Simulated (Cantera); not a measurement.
**Thermodynamics of boron, boron nitride and boron oxide, feed BCl3 + H2O + H2**

Input: 1 mol BCl3, 6.2 mol H2O, 100 mol H2, at 10.0 mbar.

Equilibrium computed with Cantera from the NASA thermochemical tables; the gas is ideal and each condensed phase is pure. Candidate condensed phases: B, B2O3, B3O3H3, H2O; 33 gas species. Gases not in the tables: H3BO3. The numbers say what is thermodynamically allowed, not how fast it happens.

From 1000 K to 1300 K the condensed part is B2O3(l). From 1350 K to 1400 K nothing is condensed.

| T (K) | log p H2 | log p H2O | log p HCl | log p HBO2 | n B2O3(l) |
|---|---|---|---|---|---|
| 1000 | -2.03 | -3.36 | -3.56 | -6.26 | 0.493 |
| 1050 | -2.03 | -3.36 | -3.56 | -5.83 | 0.489 |
| 1100 | -2.03 | -3.36 | -3.56 | -5.44 | 0.478 |
| 1150 | -2.03 | -3.36 | -3.56 | -5.09 | 0.454 |
| 1200 | -2.03 | -3.37 | -3.56 | -4.76 | 0.405 |
| 1250 | -2.03 | -3.38 | -3.56 | -4.47 | 0.316 |
| 1300 | -2.03 | -3.39 | -3.56 | -4.21 | 0.162 |
| 1350 | -2.03 | -3.41 | -3.56 | -4.04 | 0 |
| 1400 | -2.03 | -3.41 | -3.56 | -4.04 | 0 |
log p: log10 of the partial pressure in bar; n: condensed amount in mol.
